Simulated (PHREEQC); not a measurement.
Make-up at 25 °C: 0.0037 mol/kgw HF, 0.0067 mol/kgw Na2CO3 and 4.4e-05 mol/kgw KCl. Closed to the air; pH follows from the charge balance.

Model: ion-association model, phreeqc.dat, run in PHREEQC.

No solid was allowed to form.

Task: Order these C species by the share of C that they hold, largest first: HCO3-, NaCO3-, CO3-2, NaHCO3.

Result: HCO3- (57 %), CO3-2 (37 %), NaCO3- (5.6 %), NaHCO3 (0.32 %)

The pH is 9.99 and the ionic strength 0.0155 mol/kgw.
